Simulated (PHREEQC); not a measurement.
Make-up at 65 °C: 1.3 mol HCl and 0.37 mol KCl per kg of water. Closed to the air; pH follows from the charge balance.

All values are PHREEQC results (Pitzer model, pitzer.dat), not measurements.

Problem. The ionic strength comes out as 1.67 mol/kgw. What activity coefficients do H+, Cl-, K+ get?

Solution. H+ 1.1, Cl- 0.58, K+ 0.77. Single-ion values are on the MacInnes scale.

Precipitation was switched off in this run. In brines, pH and single-ion activities rest on the MacInnes convention. At this temperature some constants are extrapolated from 25 °C, and those without enthalpy data are left unchanged.
